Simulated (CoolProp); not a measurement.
Vapour pressure (bar) of carbonyl sulfide: the reference equation beside estimates from Tc = 378.8 K, pc = 63.69 bar, ω = 0.098. Clausius-Clapeyron is anchored at 310.1 K with a constant enthalpy of vaporisation of 13.87 kJ/mol.

The numbers come from the reference Helmholtz-energy equation of state, Lemmon 2006 in CoolProp. It is a short technical equation, of lower accuracy than the large ones.

| T (K) | reference | Lee-Kesler | Clausius-Clapeyron | van der Waals | Peng-Robinson |
|---|---|---|---|---|---|
| 295 | 11.84 | 11.87 | 12.94 | 21.54 | 11.84 |
| 298 | 12.77 | 12.80 | ___ | ___ | 12.77 |
| 301.1 | 13.78 | 13.81 | 14.51 | 23.71 | 13.78 |
| 304.1 | 14.81 | 14.84 | 15.32 | 24.82 | ___ |
| 307.1 | 15.89 | ___ | 16.17 | 25.97 | 15.91 |
| 310.1 | 17.04 | 17.07 | 17.04 | 27.15 | 17.06 |
| 313.1 | 18.24 | 18.27 | 17.94 | 28.36 | 18.27 |
| 316.2 | 19.54 | 19.58 | 18.90 | 29.65 | 19.59 |
| 319.2 | 20.87 | 20.90 | 19.86 | 30.92 | 20.93 |
| 322.2 | 22.26 | 22.29 | 20.85 | 32.24 | 22.33 |
| 325.2 | 23.71 | 23.74 | 21.87 | 33.59 | 23.80 |
| 328.3 | ___ | 25.32 | 22.96 | 35.02 | 25.39 |

Task: What belongs in the gaps?

Result: 
- 298, Clausius-Clapeyron: 13.69
- 298, van der Waals: 22.59
- 304.1, Peng-Robinson: 14.82
- 307.1, Lee-Kesler: 15.93
- 328.3, reference: 25.29

Absolute difference from the reference over all 12 rows, mean and median: Lee-Kesler 0.2 and 0.2 %, Clausius-Clapeyron 5.0 and 5.1 %, van der Waals 58.5 and 57.4 %, Peng-Robinson 0.2 and 0.1 %.
